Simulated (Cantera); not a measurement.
Input: 1 mol BN, 0.24 mol H₂, at 2473.15 K and 13300 Pa.

These are equilibrium values from Cantera (NASA tables, ideal gas, pure condensed phases), not measurements of a reactor. Candidate condensed phases: B, BN; 15 gas species. Mutual solubility and eutectic melting of coexisting phases are not modelled. The tables' values for BH₂ are old estimates; treat these amounts as uncertain. Gases not in the tables: B₂H₆ and higher boranes. Equilibrium is a limit: real reactors are often held back by kinetics, nucleation or transport.

Base state: H₂ 0.608, N₂ 0.342, H 0.0476, BH₂ 0.00222, B 0.000501, BH 7.99e-5, BN 4.30e-5, BH₃ 1.44e-5 (mole fractions); condensed: B(l) + BN(s).

### Question
What changes in the equilibrium state with this change: temperature from 2473.15 K to 2775 K?

### Answer
```
species       before     after
----------  --------  --------
N₂             0.342     0.636
H₂             0.608     0.252
H             0.0476     0.103
B           0.000501   0.00695
BN           4.30e-5  0.000511
BH           7.99e-5  0.000373
BH₃          1.44e-5   4.55e-6
BH₂          0.00222   0.00189
B(l), mol      0.258     0.992
BN(s), mol     0.741         0
```

### Question
What changes in the equilibrium state with this change: temperature from 2473.15 K to 2348 K?

### Answer
```tsv
species	before	after
H₂	0.608	0.892
N₂	0.342	0.0733
H	0.0476	0.0319
BH₂	0.00222	0.00227
BN	4.30e-5	6.82e-6
B	0.000501	0.000137
BH	7.99e-5	3.64e-5
B(l), mol	0.258	0
BN(s), mol	0.741	0.961
B(s), mol	0	0.0380
```

### Question
What changes in the equilibrium state with this change: temperature from 2473.15 K to 2950 K?

### Answer
```json
[
 {"species": "N₂", "before": "0.342", "after": "0.601"},
 {"species": "H₂", "before": "0.608", "after": "0.203"},
 {"species": "H", "before": "0.0476", "after": "0.167"},
 {"species": "B", "before": "0.000501", "after": "0.0248"},
 {"species": "B₂", "before": "8.59e-8", "after": "2.05e-5"},
 {"species": "N", "before": "3.64e-7", "after": "2.13e-5"},
 {"species": "BN", "before": "4.30e-5", "after": "0.00142"},
 {"species": "BH", "before": "7.99e-5", "after": "0.000869"},
 {"species": "BH₃", "before": "1.44e-5", "after": "3.55e-6"},
 {"species": "B(l), mol", "before": "0.258", "after": "0.976"},
 {"species": "BN(s), mol", "before": "0.741", "after": "0"}
]
```
